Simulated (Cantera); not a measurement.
Input: 1 mol SiCl4, 1.1 mol HCl, 570 mol H2, held at 1.00 bar.

Method: chemical equilibrium by Gibbs-energy minimisation in Cantera with the NASA 1993 tables (ideal gas, pure condensed phases). Candidate condensed phases: Si; 19 gas species. The tables' values for SiCl3 are old estimates; treat these amounts as uncertain. Gases not in the tables: Si2H6 and higher silanes. The numbers say what is thermodynamically allowed, not how fast it happens.

x: gas mole fraction; n: condensed amount in mol.

```tsv
T (°C)	x H2	x HCl	x SiHCl3	x H	x SiCl4	x SiCl2	n Si(s)	n Si(l)
675	0.995	0.00316	0.000937	5.23e-10	0.000660	___	0	0
750	0.995	0.00373	0.000959	4.13e-9	0.000425	___	0.0350	0
825	0.993	0.00561	0.000590	2.46e-8	0.000229	___	0.362	0
900	0.992	0.00716	0.000276	1.17e-7	8.54e-5	___	0.634	0
975	0.992	0.00798	0.000103	4.65e-7	2.35e-5	___	0.781	0
1050	0.991	0.00828	3.61e-5	1.58e-6	5.94e-6	___	0.836	0
1125	0.991	0.00837	1.33e-5	4.71e-6	1.60e-6	0.000208	0.853	0
1200	0.991	0.00839	5.33e-6	1.26e-5	4.80e-7	0.000223	0.856	0
1275	0.991	0.00839	2.32e-6	3.07e-5	1.60e-7	0.000236	0.853	0
1350	0.991	0.00838	1.08e-6	6.88e-5	5.92e-8	0.000248	0.847	0
1425	0.991	0.00837	5.35e-7	0.000144	2.35e-8	0.000254	0	0.840
1500	0.991	0.00843	2.51e-7	0.000283	9.08e-9	___	0	0.847
1575	0.991	0.00847	1.25e-7	0.000528	3.78e-9	___	0	0.845
1650	0.990	0.00850	6.53e-8	0.000937	1.68e-9	___	0	0.828
```

Question: What belongs in the gaps?

Answer: 
- 675, x SiCl2: 3.33e-6
- 750, x SiCl2: 2.48e-5
- 825, x SiCl2: 6.44e-5
- 900, x SiCl2: 0.000118
- 975, x SiCl2: 0.000161
- 1050, x SiCl2: 0.000189
- 1500, x SiCl2: 0.000230
- 1575, x SiCl2: 0.000209
- 1650, x SiCl2: 0.000192
